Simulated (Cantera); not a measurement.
Cantera run:

```python
import numpy as np
import cantera as ct

gas_names = """
    CL CL2 N N2 Si SiCL SiCL2 SiCL3 SiCL4 SiN Si2 Si2N Si3
""".split()
cond_names = """
    Si(cr) Si(L) Si3N4(a)
""".split()


def load(file, names, dense=False):
    # The tables refer to 1 bar. Condensed volumes are neglected.
    table = {s.name: s for s in ct.Species.list_from_file(file)}
    out = []
    for n in names:
        d = dict(table[n].input_data)
        d["thermo"] = dict(d["thermo"], **{"reference-pressure": 1e5})
        if dense:
            d["equation-of-state"] = {"model": "constant-volume", "density": "1e6 g/cm^3"}
        out.append(ct.Species.from_dict(d))
    return out


gas = ct.Solution(thermo="ideal-gas", species=load("nasa_gas.yaml", gas_names))
cond = {s.name: ct.Solution(thermo="fixed-stoichiometry", species=[s], name=s.name)
        for s in load("nasa_condensed.yaml", cond_names, dense=True)}
atoms = {
    'SiCl4': {'Si': 1, 'CL': 4},
    'N2': {'N': 2},
}
top_T = {'Si3N4(a)': 2400}  # K; cautious upper limits of use, not melting points


def equilibrate(T, P, feed):
    n = {}
    for name, mol in feed.items():
        for a, k in atoms[name].items():
            n[a] = n.get(a, 0.0) + k * mol
    gas.TPX = T, P, n
    mass = sum(n.values()) * gas.mean_molecular_weight
    gas.equilibrate("TP")
    valid = [c for c in cond.values() if c.min_temp <= T <= top_T.get(c.name, c.max_temp)]
    mix = ct.Mixture([(gas, mass / gas.mean_molecular_weight)] + [(c, 0.0) for c in valid])
    mix.T, mix.P = T, P
    mix.equilibrate("TP", solver="vcs", rtol=1e-11, max_steps=5000)
    return mix


results = []
feed = {'SiCl4': 1, 'N2': 77}  # mol
T = 1300  # K
P = 133.322  # Pa
mix = equilibrate(T, P, feed)
results.append((T, P, feed, dict(zip(mix.species_names, mix.species_moles))))
print(gas.report(threshold=1e-06))
for i in range(1, mix.n_phases):
    print(f"{mix.phase(i).name:16s} {mix.phase_moles(i):12.5e} mol")
```

It prints:

```
       temperature   1300 K
          pressure   133.32 Pa
           density   0.00036782 kg/m^3
  mean mol. weight   29.82 kg/kmol
   phase of matter   gas

                          1 kg             1 kmol
                     ---------------   ---------------
          enthalpy        8.0683e+05         2.406e+07  J
   internal energy        4.4437e+05        1.3251e+07  J
           entropy            9915.1        2.9567e+05  J/K
    Gibbs function       -1.2083e+07       -3.6031e+08  J
 heat capacity c_p            1172.6             34968  J/K
 heat capacity c_v            893.81             26654  J/K

                      mass frac. Y      mole frac. X     chem. pot. / RT
                     ---------------   ---------------   ---------------
                CL        0.00049217        0.00041401           -24.951
               CL2        3.5308e-06         1.485e-06           -49.903
                N2           0.92699           0.98677           -32.217
             SiCL2        0.00016164        4.8695e-05           -70.624
             SiCL3         0.0014408        0.00031959           -95.576
             SiCL4          0.070909          0.012447           -120.53
     [   +7 minor]        1.4813e-11        6.9575e-12

Si(cr)            0.00000e+00 mol
Si3N4(a)          0.00000e+00 mol
```

Cantera equilibrium calculation (NASA polynomials, part measured and part estimated; ideal gas, pure solids and liquids). The tables' values for SiCl3 are old estimates; treat these amounts as uncertain.
